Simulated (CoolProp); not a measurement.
Saturation properties of C3F8 (R218) (Tc = 345.0 K, pc = 2.640 MPa, ω = 0.317).

Values from CoolProp's reference Helmholtz-energy equation of state, Lemmon 2006. It is a short technical equation, of lower accuracy than the large ones.

```json
[
 {"T (K)": "193.8", "p (MPa)": "0.008819", "vapour density (kg/m³)": "1.040", "enthalpy of vaporisation (kJ/kg)": "119.3"},
 {"T (K)": "202", "p (MPa)": "0.01554", "vapour density (kg/m³)": "1.766", "enthalpy of vaporisation (kJ/kg)": "116.8"},
 {"T (K)": "210.2", "p (MPa)": "0.02599", "vapour density (kg/m³)": "2.857", "enthalpy of vaporisation (kJ/kg)": "114.1"},
 {"T (K)": "218.4", "p (MPa)": "0.04151", "vapour density (kg/m³)": "4.427", "enthalpy of vaporisation (kJ/kg)": "111.4"},
 {"T (K)": "226.7", "p (MPa)": "0.06402", "vapour density (kg/m³)": "6.646", "enthalpy of vaporisation (kJ/kg)": "108.6"},
 {"T (K)": "234.9", "p (MPa)": "0.09480", "vapour density (kg/m³)": "9.616", "enthalpy of vaporisation (kJ/kg)": "105.7"},
 {"T (K)": "243.1", "p (MPa)": "0.1361", "vapour density (kg/m³)": "13.54", "enthalpy of vaporisation (kJ/kg)": "102.6"},
 {"T (K)": "251.3", "p (MPa)": "0.1901", "vapour density (kg/m³)": "18.62", "enthalpy of vaporisation (kJ/kg)": "99.41"},
 {"T (K)": "259.5", "p (MPa)": "0.2592", "vapour density (kg/m³)": "25.11", "enthalpy of vaporisation (kJ/kg)": "96.01"},
 {"T (K)": "267.7", "p (MPa)": "0.3459", "vapour density (kg/m³)": "33.28", "enthalpy of vaporisation (kJ/kg)": "92.38"},
 {"T (K)": "275.9", "p (MPa)": "0.4528", "vapour density (kg/m³)": "43.50", "enthalpy of vaporisation (kJ/kg)": "88.47"},
 {"T (K)": "284.1", "p (MPa)": "0.5827", "vapour density (kg/m³)": "56.22", "enthalpy of vaporisation (kJ/kg)": "84.24"},
 {"T (K)": "292.3", "p (MPa)": "0.7386", "vapour density (kg/m³)": "72.05", "enthalpy of vaporisation (kJ/kg)": "79.61"},
 {"T (K)": "300.5", "p (MPa)": "0.9237", "vapour density (kg/m³)": "91.88", "enthalpy of vaporisation (kJ/kg)": "74.48"}
]
```

It boils at 236.4 K under 1 atm.
